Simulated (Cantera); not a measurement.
Input: 1 mol CH₃Cl, 0.088 mol F₂, 0.082 mol CH₄, equilibrated at 1000 K and 6300 Pa.

Equilibrium computed with Cantera from the NASA thermochemical tables; the gas is ideal and each condensed phase is pure. Candidate condensed phases: C, C₆H₆, C₇H₈, C₈H₁₈; 118 gas species. The numbers say what is thermodynamically allowed, not how fast it happens.

Base state: H₂ 0.476, HCl 0.445, HF 0.0783, CH₄ 0.00136 (mole fractions); condensed: C(graphite).

**Question.** What changes in the equilibrium state with this change: temperature from 1000 K to 2498.15 K?

**Answer.** 
| species | before | after |
|---|---|---|
| H₂ | 0.476 | 0.435 |
| HCl | 0.445 | 0.380 |
| HF | 0.0783 | 0.0740 |
| H | 6.24e-9 | 0.0655 |
| Cl | 5.43e-9 | 0.0405 |
| C₂H₂ (acetylene) | <1e-9 | 0.00467 |
| C₂H | <1e-9 | 5.03e-5 |
| C₂HCl | <1e-9 | 4.66e-5 |
| F | <1e-9 | 2.32e-5 |
| C(graphite), mol | 1.08 | 1.06 |
